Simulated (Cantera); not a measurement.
A perfectly stirred reactor is fed with CH4 : N2 = 1 : 56 (molar parts), at 71000 Pa; it is held at 1600 K, and followed from long to short residence time.

Detailed kinetics in Cantera: GRI-Mech 3.0 (53 species, 325 reactions). GRI-Mech 3.0 stops at C3 and has no aromatics, soot or wall deposition, so with more carbon than oxygen in the feed, carbon stays in small species such as C2H2 where larger ones or solid carbon would form.

Task: Predict: x(CH4) at τ = 5.90 s; x(HCN) at τ = 5.90 s; x(C2H) at τ = 5.90 s; x(H2) at τ = 5.90 s; x(C2H4) at τ = 5.90 s; x(CH4) at τ = 76.0 ms; x(HCN) at τ = 76.0 ms; x(C2H) at τ = 76.0 ms; x(H2) at τ = 76.0 ms; x(C2H4) at τ = 76.0 ms.

Result: 
| Property | Result |
|---|---|
| x(CH4) at τ = 5.90 s | 0.00219 |
| x(HCN) at τ = 5.90 s | 1.68e-6 |
| x(C2H) at τ = 5.90 s | 1.00e-8 |
| x(H2) at τ = 5.90 s | 0.0226 |
| x(C2H4) at τ = 5.90 s | 1.98e-5 |
| x(CH4) at τ = 76.0 ms | 0.0118 |
| x(HCN) at τ = 76.0 ms | 6.60e-8 |
| x(C2H) at τ = 76.0 ms | 3.88e-9 |
| x(H2) at τ = 76.0 ms | 0.00808 |
| x(C2H4) at τ = 76.0 ms | 0.000263 |
